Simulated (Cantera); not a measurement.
What does this Cantera script print?

```python
import numpy as np
import cantera as ct

gas = ct.Solution("gri30.yaml")
gas.TPX = 2100, 100000, {'CH4': 1, 'H2O': 0.68, 'H2': 0.072}
reactor = ct.IdealGasConstPressureReactor(gas, energy="off", clone=False)
net = ct.ReactorNet([reactor])
net.rtol, net.atol = 1e-08, 1e-18
show = ['CH4', 'H2O', 'H2', 'O', 'CH3']
times = np.geomspace(4e-06, 7, 13)

steps = ct.SolutionArray(gas, extra=["t"])
rows = []
print(f"{'t/s':>10s}{'T/K':>9s}{'P/Pa':>11s}" + "".join(f"{s:>11s}" for s in show))
for t in times:
    while net.time < t:
        t_next = net.step()
        steps.append(gas.state, t=t_next)
    rows.append([np.interp(t, steps.t, y) for y in (steps.T, steps.P, *steps(*show).X.T)])
    print(f"{t:10.3e}{rows[-1][0]:9.1f}{rows[-1][1]:11.4g}" + "".join(f"{x:11.3e}" for x in rows[-1][2:]))
rate = np.gradient(steps.T, steps.t)
print("integrator steps:", len(steps.t))
if steps.T.max() > steps.T[0] + 200:
    print(f"time of steepest temperature rise: {steps.t[rate.argmax()]:.4e} s")
gas.TPX = 2100, 100000, {'CH4': 1, 'H2O': 0.68, 'H2': 0.072}
gas.equilibrate("TP")
print(f"equilibrium (TP): T = {gas.T:.1f} K  " + "  ".join(f"{s} {gas[s].X[0]:.3e}" for s in show))
```

Output:

```
       t/s      T/K       P/Pa        CH4        H2O         H2          O        CH3
 4.000e-06   2100.0      1e+05  5.440e-01  3.841e-01  5.349e-02  6.997e-08  1.514e-02
 1.325e-05   2100.0      1e+05  4.256e-01  3.625e-01  1.427e-01  2.642e-07  2.674e-02
 4.391e-05   2100.0      1e+05  2.023e-01  2.981e-01  3.680e-01  1.692e-07  1.421e-02
 1.455e-04   2100.0      1e+05  8.024e-02  2.551e-01  4.996e-01  1.222e-07  5.872e-03
 4.820e-04   2100.0      1e+05  2.893e-02  2.201e-01  5.665e-01  1.153e-07  2.283e-03
 1.597e-03   2100.0      1e+05  1.615e-02  1.669e-01  6.166e-01  9.845e-08  1.282e-03
 5.292e-03   2100.0      1e+05  1.110e-02  9.251e-02  6.760e-01  6.010e-08  8.310e-04
 1.753e-02   2100.0      1e+05  5.812e-03  3.000e-02  7.263e-01  2.186e-08  4.164e-04
 5.809e-02   2100.0      1e+05  2.131e-03  2.882e-03  7.490e-01  2.224e-09  1.499e-04
 1.925e-01   2100.0      1e+05  1.208e-03  5.603e-06  7.519e-01  4.949e-12  8.477e-05
 6.377e-01   2100.0      1e+05  1.206e-03  1.812e-06  7.519e-01  2.012e-12  8.462e-05
 2.113e+00   2100.0      1e+05  1.206e-03  1.812e-06  7.519e-01  2.012e-12  8.462e-05
 7.000e+00   2100.0      1e+05  1.206e-03  1.812e-06  7.519e-01  2.012e-12  8.462e-05
integrator steps: 1646
equilibrium (TP): T = 2100.0 K  CH4 1.206e-03  H2O 1.819e-06  H2 7.519e-01  O 2.019e-12  CH3 8.463e-05
```

Detailed kinetics in Cantera: GRI-Mech 3.0 (53 species, 325 reactions). GRI-Mech 3.0 stops at C3 and has no aromatics, soot or wall deposition, so with more carbon than oxygen in the feed, carbon stays in small species such as C2H2 where larger ones or solid carbon would form.
